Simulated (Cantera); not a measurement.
An adiabatic, constant-pressure homogeneous reactor starts with 7.17 % CH3OH, 18.6 % O2, 69.7 % N2, 4.52 % H2O, equivalence ratio 0.58, at 1148 K and 13.8 atm.

Cantera simulation using GRI-Mech 3.0 (53 species, 325 reactions); the numbers are that mechanism's predictions, not measurements. GRI-Mech 3.0 was tuned for natural gas; its chemistry of methanol as a main component is partial and can be far from experiment. The pressure lies above the range GRI-Mech 3.0 was tuned for (to about 10 atm).

### Question
Predict: time of steepest temperature rise; temperature at 4.00 s; equilibrium temperature; x(O2) at 4.00 s; x(H2O) at 4.00 s; x(NO) at 4.00 s.

### Answer
| Quantity | Result |
|---|---|
| time of steepest temperature rise | 3.11 ms |
| temperature at 4.00 s | 2285 K |
| equilibrium temperature | 2285 K |
| x(O2) at 4.00 s | 0.0707 (gas-phase equilibrium 0.0707) |
| x(H2O) at 4.00 s | 0.180 (gas-phase equilibrium 0.180) |
| x(NO) at 4.00 s | 0.00815 (gas-phase equilibrium 0.00815) |
